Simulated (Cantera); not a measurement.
**Ammonia decomposition in nitride growth gas**

An isothermal, constant-pressure homogeneous reactor starts with NH3 : N2 = 1 : 0.81 (molar parts), at 1875 K and 13300 Pa.

Detailed kinetics in Cantera: the gas-phase N/H chemistry of the illustrative SiF4/NH3 mechanism in the Surface Chemkin manual (1991). Walls and surfaces, which speed up NH3 decomposition in real reactors, are not modelled.

```csv
t (s),x NH3,x N2H2,x NH,x H2,x N
0.000300,0.552,6.10e-8,1.70e-7,5.58e-5,1.40e-10
0.000976,0.552,7.02e-7,1.28e-6,0.000231,1.36e-9
0.00318,0.550,2.46e-6,3.09e-6,0.00152,7.16e-9
0.0103,0.545,2.57e-6,3.55e-6,0.00685,2.35e-8
0.0337,0.527,2.45e-6,4.28e-6,0.0238,7.35e-8
0.110,0.475,2.10e-6,5.14e-6,0.0743,1.74e-7
0.357,0.347,1.35e-6,5.30e-6,0.198,2.72e-7
1.16,0.148,4.51e-7,4.20e-6,0.391,3.20e-7
3.78,0.0187,3.77e-8,2.00e-6,0.515,3.05e-7
12.3,0.000309,1.19e-10,2.10e-7,0.533,8.12e-8
40.0,4.42e-5,2.60e-12,3.12e-8,0.533,1.23e-8
```
x: mole fraction; the columns are a selection and need not sum to one.

Equilibrium at this temperature and pressure: NH3 8.84e-7, N2H2 <1e-12, NH 6.23e-10, H2 0.533, N 2.45e-10 (gas phase only).
